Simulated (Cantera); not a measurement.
An adiabatic, constant-volume homogeneous reactor starts with 6.04 % CH₃OH, 19.7 % O₂, 74.3 % N₂, equivalence ratio 0.46, at 1250 K and 1.00 bar.

Computed with Cantera and GRI-Mech 3.0 (53 species, 325 reactions). GRI-Mech 3.0 was tuned for natural gas; its chemistry of methanol as a main component is partial and can be far from experiment.

x: mole fraction; the columns are a selection and need not sum to one.

```json
[
 {"t (s)": "5.00e-6", "T (K)": "1250", "P (bar)": "1.00", "x CH₃OH": "0.0604", "x O₂": "0.197", "x HCN": "<1e-12", "x H₂": "3.74e-8", "x H": "1.53e-9", "x C₂H₂": "<1e-12", "x HO₂": "5.90e-8"},
 {"t (s)": "1.20e-5", "T (K)": "1250", "P (bar)": "1.00", "x CH₃OH": "0.0604", "x O₂": "0.197", "x HCN": "<1e-12", "x H₂": "9.69e-8", "x H": "1.56e-9", "x C₂H₂": "<1e-12", "x HO₂": "1.55e-7"},
 {"t (s)": "2.86e-5", "T (K)": "1250", "P (bar)": "1.00", "x CH₃OH": "0.0604", "x O₂": "0.197", "x HCN": "<1e-12", "x H₂": "2.43e-7", "x H": "1.62e-9", "x C₂H₂": "<1e-12", "x HO₂": "4.00e-7"},
 {"t (s)": "6.84e-5", "T (K)": "1250", "P (bar)": "1.00", "x CH₃OH": "0.0604", "x O₂": "0.197", "x HCN": "<1e-12", "x H₂": "6.10e-7", "x H": "1.71e-9", "x C₂H₂": "<1e-12", "x HO₂": "1.04e-6"},
 {"t (s)": "0.000164", "T (K)": "1250", "P (bar)": "1.00", "x CH₃OH": "0.0604", "x O₂": "0.197", "x HCN": "<1e-12", "x H₂": "___", "x H": "___", "x C₂H₂": "<1e-12", "x HO₂": "___"},
 {"t (s)": "0.000391", "T (K)": "1250", "P (bar)": "1.00", "x CH₃OH": "0.0604", "x O₂": "0.197", "x HCN": "<1e-12", "x H₂": "4.07e-6", "x H": "2.18e-9", "x C₂H₂": "<1e-12", "x HO₂": "6.75e-6"},
 {"t (s)": "0.000935", "T (K)": "1250", "P (bar)": "1.00", "x CH₃OH": "0.0603", "x O₂": "0.197", "x HCN": "<1e-12", "x H₂": "1.27e-5", "x H": "3.76e-9", "x C₂H₂": "<1e-12", "x HO₂": "1.63e-5"},
 {"t (s)": "0.00224", "T (K)": "1250", "P (bar)": "1.00", "x CH₃OH": "0.0602", "x O₂": "0.197", "x HCN": "<1e-12", "x H₂": "___", "x H": "___", "x C₂H₂": "<1e-12", "x HO₂": "___"},
 {"t (s)": "0.00535", "T (K)": "2442", "P (bar)": "2.03", "x CH₃OH": "<1e-12", "x O₂": "0.101", "x HCN": "1.37e-12", "x H₂": "0.00114", "x H": "0.000481", "x C₂H₂": "<1e-12", "x HO₂": "8.90e-6"},
 {"t (s)": "0.0128", "T (K)": "2435", "P (bar)": "2.02", "x CH₃OH": "<1e-12", "x O₂": "0.0990", "x HCN": "2.25e-12", "x H₂": "0.00108", "x H": "0.000437", "x C₂H₂": "<1e-12", "x HO₂": "8.59e-6"},
 {"t (s)": "0.0306", "T (K)": "2424", "P (bar)": "2.01", "x CH₃OH": "<1e-12", "x O₂": "0.0964", "x HCN": "2.92e-12", "x H₂": "0.00104", "x H": "0.000408", "x C₂H₂": "<1e-12", "x HO₂": "8.17e-6"},
 {"t (s)": "0.0731", "T (K)": "2420", "P (bar)": "2.01", "x CH₃OH": "<1e-12", "x O₂": "0.0953", "x HCN": "3.11e-12", "x H₂": "0.00102", "x H": "0.000397", "x C₂H₂": "<1e-12", "x HO₂": "8.00e-6"},
 {"t (s)": "0.175", "T (K)": "2419", "P (bar)": "2.00", "x CH₃OH": "<1e-12", "x O₂": "0.0952", "x HCN": "3.12e-12", "x H₂": "0.00102", "x H": "0.000396", "x C₂H₂": "<1e-12", "x HO₂": "7.99e-6"},
 {"t (s)": "0.418", "T (K)": "2419", "P (bar)": "2.00", "x CH₃OH": "<1e-12", "x O₂": "0.0952", "x HCN": "3.12e-12", "x H₂": "0.00102", "x H": "0.000396", "x C₂H₂": "<1e-12", "x HO₂": "7.99e-6"},
 {"t (s)": "1.00", "T (K)": "2419", "P (bar)": "2.00", "x CH₃OH": "<1e-12", "x O₂": "0.0952", "x HCN": "3.12e-12", "x H₂": "0.00102", "x H": "0.000396", "x C₂H₂": "<1e-12", "x HO₂": "7.99e-6"}
]
```

Task: What belongs in the gaps?

Result: 
- 0.000164, x H₂: 1.55e-6
- 0.000164, x H: 1.85e-9
- 0.000164, x HO₂: 2.71e-6
- 0.00224, x H₂: 7.13e-5
- 0.00224, x H: 1.51e-8
- 0.00224, x HO₂: 4.43e-5
